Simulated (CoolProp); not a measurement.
Vapour-liquid equilibrium of R1234yf (1) + R152A (2) at 37.05 °C; x and y are mole fractions of (1).

Model: multi-fluid Helmholtz-energy mixture model, Lemmon 2022 and Outcalt 1996; pair parameters Bell 2023, in CoolProp.

```
x     bubble pressure (kPa)  y at the bubble point  dew pressure at overall composition x (kPa)  liquid density (mol/L)
----  ---------------------  ---------------------  -------------------------------------------  ----------------------
0.05                  859.2                  0.066                                        854.4                   12.85
0.2                   903.5                  0.236                                        894.9                   12.05
0.35                  932.0                  0.381                                        926.7                   11.35
0.5                   948.8                  0.518                                        947.2                   10.74
0.65                  956.1                  0.654                                        956.0                   10.20
0.8                   955.4                  0.796                                        955.3                   9.727
0.95                  948.0                  0.947                                        947.9                   9.301
```

y crosses x between x = 0.65 and 0.8: the model has an azeotrope there.

The pair parameters rest on a limited set of measurements; away from them the model extrapolates.
